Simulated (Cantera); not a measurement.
Feed: 1 mol n-butane, 65 mol H2, 39 mol N2, equilibrated at 0.133 bar.

Method: chemical equilibrium by Gibbs-energy minimisation in Cantera with the NASA 1993 tables (ideal gas, pure condensed phases). Candidate condensed phases: C, C6H6, C7H8, C8H18; 92 gas species. Rates play no part.

Task: At 2025 K, list the 4 most abundant gas species with their mole fractions, and the condensed phases.

Result: H2 0.634, N2 0.353, HCN 0.00769, H 0.00420. Condensed: C(graphite).
